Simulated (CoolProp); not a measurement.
Vapour-liquid equilibrium of sulfur hexafluoride (1) + CH2F2 (R32) (2) at 1720 kPa; x and y are mole fractions of (1).

Computed with CoolProp (multi-fluid Helmholtz-energy mixture model, Guder 2009 and Tillner-Roth 1997; pair parameters Bell 2016).

**Question.** Give the bubble temperature and the first vapour's composition at x = 0.05, 0.35, 0.725. Is there an azeotrope?

**Answer.** x = 0.05: 290.9 K, y = 0.188; x = 0.35: 275.7 K, y = 0.528; x = 0.725: 274.8 K, y = 0.660. y crosses x between x = 0.575 and 0.65: the model has an azeotrope there.

Pair parameters are fitted to limited data, so mixtures are less certain than the pure fluids. With so large a gap from Raoult's law the liquid may split in two, which this calculation doesn't test in full.
